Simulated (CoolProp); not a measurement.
Water along the isobar 13.5 MPa: fugacity coefficient from the reference equation and from simpler models built on Tc = 647.1 K, pc = 22.06 MPa, ω = 0.344; each cubic takes its own stable root.

Computed with CoolProp (reference Helmholtz-energy equation of state, Wagner 2002).

| T (K) | phase | reference | van der Waals | Redlich-Kwong | Soave-Redlich-Kwong | Peng-Robinson |
|---|---|---|---|---|---|---|
| 584.6 | liquid | 0.5818 | 0.7661 | 0.6857 | 0.6103 | 0.5927 |
| 595.1 | liquid | 0.6491 | 0.7766 | 0.7395 | 0.6768 | 0.6573 |
| 616 | gas | 0.7464 | 0.7954 | 0.7656 | 0.7581 | 0.7403 |
| 626.4 | gas | 0.7644 | 0.8039 | 0.7771 | 0.7724 | 0.7546 |
| 636.9 | gas | 0.7805 | 0.8119 | 0.7879 | 0.7857 | 0.7679 |
| 647.4 | gas | 0.7950 | 0.8195 | 0.7980 | 0.7981 | 0.7803 |
| 657.8 | gas | 0.8080 | 0.8266 | 0.8074 | 0.8095 | 0.7917 |
| 668.3 | gas | 0.8199 | 0.8334 | 0.8162 | 0.8203 | 0.8026 |
| 678.7 | gas | 0.8308 | 0.8398 | 0.8245 | 0.8302 | 0.8127 |
| 689.2 | gas | 0.8408 | 0.8459 | 0.8323 | 0.8397 | 0.8222 |
| 699.6 | gas | 0.8500 | 0.8516 | 0.8396 | 0.8485 | 0.8311 |

At some of these states van der Waals, Redlich-Kwong gives the other phase, because its saturation line lies elsewhere.
